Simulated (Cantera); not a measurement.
Feed: 1 mol C3H8, 0.03 mol O2, 7.4 mol H2, 4.1 mol H2O, at 0.100 bar.

Equilibrium computed with Cantera from the NASA thermochemical tables; the gas is ideal and each condensed phase is pure. Candidate condensed phases: C, C6H6, C7H8, C8H18, H2O; 110 gas species. Kinetics and transport are ignored. All values below are at 1825 K.

Base state: H2 0.777, CO 0.159, H2O 0.0595, CO2 0.00311, H 0.00123 (mole fractions); condensed: gas only.

Question: What changes in the equilibrium state with this change: C3H8 replaced by C2H2?

Answer: 
```csv
species,before,after
H2,0.777,0.719
H2O,0.0595,0.142
CO,0.159,0.131
OH,6.58e-6,1.63e-5
CO2,0.00311,0.00663
H,0.00123,0.00118
```
